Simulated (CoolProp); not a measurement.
Computed with CoolProp (reference Helmholtz-energy equation of state, Bücker 2006).

Q: For ethane, give the phase and the cv (kJ/(kg K)), speed of sound (m/s), isothermal compressibility (1/MPa), expansivity (1/kK) at 199.05 °C and 141 bar; 197.75 °C and 167 bar.

A: 
- 199.05 °C and 141 bar: supercritical; cv 2.29, speed of sound 371, isothermal compressibility 0.0760, expansivity 4.10
- 197.75 °C and 167 bar: supercritical; cv 2.29, speed of sound 384, isothermal compressibility 0.0608, expansivity 4.23
